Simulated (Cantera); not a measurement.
A closed system holds: 1 mol SiCl₄, 1.2 mol Cl₂, 18 mol H₂, held at 1175 K and 1.00 bar.

Method: chemical equilibrium by Gibbs-energy minimisation in Cantera with the NASA 1993 tables (ideal gas, pure condensed phases). Candidate condensed phases: Si; 19 gas species. The tables' values for SiCl₃ are old estimates; treat these amounts as uncertain. Rates play no part.

Base state: H₂ 0.824, HCl 0.127, SiCl₄ 0.0419, SiHCl₃ 0.00643, SiCl₃ 0.000832, SiCl₂ 0.000162, SiH₂Cl₂ 0.000127 (mole fractions); condensed: gas only.

What changes in the equilibrium state with this change: temperature from 1175 K to 1423 K?


| species | before | after |
|---|---|---|
| H₂ | 0.824 | 0.796 |
| HCl | 0.127 | 0.155 |
| SiCl₄ | 0.0419 | 0.0218 |
| SiCl₂ | 0.000162 | 0.0103 |
| SiCl₃ | 0.000832 | 0.00753 |
| SiH₂Cl₂ | 0.000127 | 0.000527 |

What changes in the equilibrium state with this change: pressure from 1.00 bar to 0.133 bar?


```
species    before     after
-------  --------  --------
H₂          0.824     0.821
HCl         0.127     0.129
SiCl₄      0.0419    0.0400
SiCl₂    0.000162   0.00111
SiCl₃    0.000832   0.00213
SiH₂Cl₂  0.000127  0.000115
```
